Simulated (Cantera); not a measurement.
**H2O + O2 (abatement and gas-phase synthesis)**

A closed system holds: 1 mol H2O, 1.7 mol O2, held at 2923.15 K and 18.0 bar.

Cantera equilibrium calculation (NASA polynomials, part measured and part estimated; ideal gas, pure solids and liquids). Candidate condensed phases: H2O; 9 gas species. Kinetics and transport are ignored.

```yaml
x(O2): 0.596
x(H2O): 0.331
x(OH): 0.0513
x(O): 0.0157
x(H2): 0.00348
x(H): 0.00172
x(HO2): 0.000302
x(H2O2): 1.71e-5
x(O3): 2.16e-6
gas_amount: 2.765 mol
```
